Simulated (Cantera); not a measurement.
Input: 1 mol AlN, 15 mol O₂, 0.49 mol H₂, at 1900 K and 0.100 bar.

These are equilibrium values from Cantera (NASA tables, ideal gas, pure condensed phases), not measurements of a reactor. Candidate condensed phases: Al, AlN, Al₂O₃, H₂O; 35 gas species. Equilibrium is a limit: real reactors are often held back by kinetics, nucleation or transport.

Base state: O₂ 0.931, N₂ 0.0321, H₂O 0.0317, NO 0.00244, OH 0.00178, O 0.000910, H₂ 1.35e-5 (mole fractions); condensed: Al₂O₃(s).

Task: What changes in the equilibrium state with this change: temperature from 1900 K to 2048.15 K?

Result: 
| species | before | after |
|---|---|---|
| O₂ | 0.931 | 0.928 |
| N₂ | 0.0321 | 0.0314 |
| H₂O | 0.0317 | 0.0307 |
| O | 0.000910 | 0.00292 |
| OH | 0.00178 | 0.00368 |
| H | 9.24e-6 | 4.57e-5 |
| H₂ | 1.35e-5 | 4.15e-5 |
| NO | 0.00244 | 0.00366 |
| Al₂O₃(s), mol | 0.500 | 0.500 |
